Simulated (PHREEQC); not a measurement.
Solution (25 °C): 0.0043 mol CaSO4, 0.0016 mol Na2SO4 and 0.01 mol MgSO4 per kg of water. Closed to the air; pH follows from the charge balance.

The numbers come from PHREEQC with the ion-association model, phreeqc.dat.

Precipitation was switched off in this run.

Q: Predict the ionic strength.

A: ionic strength 0.0413 mol/kgw.

Q: In which forms is S present?

A: SO4-2 67 %, MgSO4 24 %, CaSO4 8.5 %, NaSO4- 0.5 % of the S.
